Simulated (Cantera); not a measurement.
Charge: 1 mol Ta₂O₅, 0.9 mol C, 0.31 mol CO, equilibrated at 36000 Pa.

Equilibrium computed with Cantera from the NASA thermochemical tables; the gas is ideal and each condensed phase is pure. Candidate condensed phases: C, Ta, TaC, Ta₂O₅; 15 gas species. Mutual solubility and eutectic melting of coexisting phases are not modelled. TaC: taken at fixed stoichiometry. Condensed phases not in the tables: Ta₂C. Equilibrium is a limit: real reactors are often held back by kinetics, nucleation or transport. All values below are at 1873 K.

Base state: CO 0.998, CO₂ 0.00152 (mole fractions); condensed: TaC(s) + Ta₂O₅(s).

Problem. What changes in the equilibrium state with this change: 1.3 mol H₂ added?

Solution. 
```json
[
 {"species": "H₂", "before": "0", "after": "0.574"},
 {"species": "CO", "before": "0.998", "after": "0.422"},
 {"species": "H₂O", "before": "0", "after": "0.00280"},
 {"species": "H", "before": "0", "after": "0.000815"},
 {"species": "CO₂", "before": "0.00152", "after": "0.000500"},
 {"species": "TaC(s), mol", "before": "0.258", "after": "0.259"},
 {"species": "Ta₂O₅(s), mol", "before": "0.871", "after": "0.870"}
]
```
Further candidate phases: C₆H₆, C₇H₈, C₈H₁₈, H₂O.
